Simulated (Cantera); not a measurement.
An isothermal, constant-pressure homogeneous reactor starts with C2H4 : H2 = 1 : 82 (molar parts), at 1275 K and 13300 Pa. Integrator tolerance rtol = 1e-08.

Computed with Cantera and GRI-Mech 3.0 (53 species, 325 reactions). GRI-Mech 3.0 was tuned for natural gas; its chemistry of ethylene as a main component is partial and can be far from experiment. GRI-Mech 3.0 stops at C3 and has no aromatics, soot or wall deposition, so with more carbon than oxygen in the feed, carbon stays in small species such as C2H2 where larger ones or solid carbon would form.

Question: What does this change do: C2H4 1 to 8.4 parts?

Answer: 
| quantity | before | after |
|---|---|---|
| x(C2H4) at 300 s | 0.000204 (gas-phase equilibrium 8.22e-5) | 0.00731 (gas-phase equilibrium 0.00542) |
| x(H2) at 300 s | 0.976 (gas-phase equilibrium 0.976) | 0.828 (gas-phase equilibrium 0.819) |
| x(H) at 300 s | 2.30e-6 (gas-phase equilibrium 2.01e-6) | 2.19e-6 (gas-phase equilibrium 1.84e-6) |
| x(C2H6) at 300 s | 1.47e-6 (gas-phase equilibrium 6.97e-7) | 5.01e-5 (gas-phase equilibrium 3.86e-5) |
| x(CH2) at 300 s | 1.46e-12 (gas-phase equilibrium 1.15e-12) | 1.18e-11 (gas-phase equilibrium 9.36e-12) |
